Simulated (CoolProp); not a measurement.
Vapour-liquid equilibrium of R22 (1) + R11 (2) at 61.05 °C; x and y are mole fractions of (1).

The numbers come from the multi-fluid Helmholtz-energy mixture model, Kamei 1995 and Jacobsen 1992; pair parameters Bell 2016 in CoolProp.

```json
[
 {"x": "0.05", "bubble pressure (kPa)": "459.0", "y at the bubble point": "0.307", "dew pressure at overall composition x (kPa)": "338.9", "liquid density (mol/L)": "10.19"},
 {"x": "0.125", "bubble pressure (kPa)": "648.4", "y at the bubble point": "0.524", "dew pressure at overall composition x (kPa)": "367.1", "liquid density (mol/L)": "10.34"},
 {"x": "0.2", "bubble pressure (kPa)": "822.1", "y at the bubble point": "0.637", "dew pressure at overall composition x (kPa)": "400.1", "liquid density (mol/L)": "10.49"},
 {"x": "0.275", "bubble pressure (kPa)": "983.4", "y at the bubble point": "0.709", "dew pressure at overall composition x (kPa)": "439.6", "liquid density (mol/L)": "___"},
 {"x": "0.35", "bubble pressure (kPa)": "1135", "y at the bubble point": "0.760", "dew pressure at overall composition x (kPa)": "487.3", "liquid density (mol/L)": "10.79"},
 {"x": "0.425", "bubble pressure (kPa)": "1281", "y at the bubble point": "0.799", "dew pressure at overall composition x (kPa)": "546.3", "liquid density (mol/L)": "10.94"},
 {"x": "0.5", "bubble pressure (kPa)": "1423", "y at the bubble point": "0.831", "dew pressure at overall composition x (kPa)": "620.8", "liquid density (mol/L)": "11.08"},
 {"x": "0.575", "bubble pressure (kPa)": "1565", "y at the bubble point": "0.859", "dew pressure at overall composition x (kPa)": "717.6", "liquid density (mol/L)": "11.22"},
 {"x": "0.65", "bubble pressure (kPa)": "1708", "y at the bubble point": "0.885", "dew pressure at overall composition x (kPa)": "847.5", "liquid density (mol/L)": "___"},
 {"x": "0.725", "bubble pressure (kPa)": "1856", "y at the bubble point": "0.909", "dew pressure at overall composition x (kPa)": "1028", "liquid density (mol/L)": "11.49"},
 {"x": "0.8", "bubble pressure (kPa)": "2011", "y at the bubble point": "0.933", "dew pressure at overall composition x (kPa)": "1286", "liquid density (mol/L)": "11.61"},
 {"x": "0.875", "bubble pressure (kPa)": "2176", "y at the bubble point": "0.957", "dew pressure at overall composition x (kPa)": "___", "liquid density (mol/L)": "___"},
 {"x": "0.95", "bubble pressure (kPa)": "2355", "y at the bubble point": "0.982", "dew pressure at overall composition x (kPa)": "2126", "liquid density (mol/L)": "11.80"}
]
```

**Question.** What belongs in the gaps?

**Answer.** 
- 0.275, liquid density (mol/L): 10.64
- 0.65, liquid density (mol/L): 11.36
- 0.875, dew pressure at overall composition x (kPa): 1650
- 0.875, liquid density (mol/L): 11.71

No azeotrope shows between x = 0.05 and 0.95.

The pair parameters rest on a limited set of measurements; away from them the model extrapolates. The gap from Raoult's law changes sign with composition, which may be real or a fault of the pair parameters; it wasn't checked against measurements.
